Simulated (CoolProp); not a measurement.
R407C along the isobar 6.37 MPa: fugacity coefficient from the reference equation and from simpler models built on Tc = 359.3 K, pc = 4.632 MPa, ω = 0.363; each cubic takes its own stable root.

The numbers come from the reference Helmholtz-energy equation of state, Lemmon 2003 in CoolProp. It is a pseudo-pure fit of the blend.

| T (K) | phase | reference | Redlich-Kwong | Peng-Robinson |
|---|---|---|---|---|
| 300.8 | liquid | 0.1792 | 0.2369 | 0.1743 |
| 318.9 | liquid | 0.2634 | 0.3206 | 0.2615 |
| 337 | liquid | 0.3632 | 0.4117 | 0.3653 |
| 355.1 | liquid | 0.4731 | 0.5048 | 0.4778 |
| 373.2 | supercritical | 0.5808 | 0.5915 | 0.5825 |
| 391.3 | supercritical | 0.6582 | 0.6576 | 0.6553 |
| 409.4 | supercritical | 0.7129 | 0.7049 | 0.7088 |
| 427.5 | supercritical | 0.7563 | 0.7427 | 0.7523 |
| 445.7 | supercritical | 0.7920 | 0.7743 | 0.7888 |
| 463.8 | supercritical | 0.8217 | 0.8009 | 0.8197 |
| 481.9 | supercritical | 0.8468 | 0.8238 | 0.8461 |
| 500 | supercritical | 0.8683 | 0.8437 | 0.8689 |
